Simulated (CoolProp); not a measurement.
Vapour-liquid equilibrium of n-butane (1) + cis-2-butene (2) at 93.05 °C; x and y are mole fractions of (1).

Model: multi-fluid Helmholtz-energy mixture model, Bücker 2006 and Lemmon 2005; pair parameters Bell 2016, in CoolProp.

```
x     bubble pressure (MPa)  y at the bubble point  dew pressure at overall composition x (MPa)  liquid density (mol/L)
----  ---------------------  ---------------------  -------------------------------------------  ----------------------
0.05                  1.241                  0.055                                        1.240                   9.241
0.15                  1.258                  0.162                                        1.256                   9.120
0.25                  1.272                  0.264                                        1.270                   9.004
0.35                  1.284                  0.365                                        1.283                   8.892
0.45                  1.295                  0.463                                        1.293                   8.784
0.55                  1.303                  0.561                                        1.302                   8.680
0.65                  1.311                  0.659                                        1.310                   8.579
0.75                  1.317                  0.756                                        1.317                   8.481
0.85                  1.322                  0.853                                        1.322                   8.386
0.95                  1.327                  0.951                                        1.327                   8.293
```

No azeotrope shows between x = 0.05 and 0.95.

Pair parameters are fitted to limited data, so mixtures are less certain than the pure fluids.
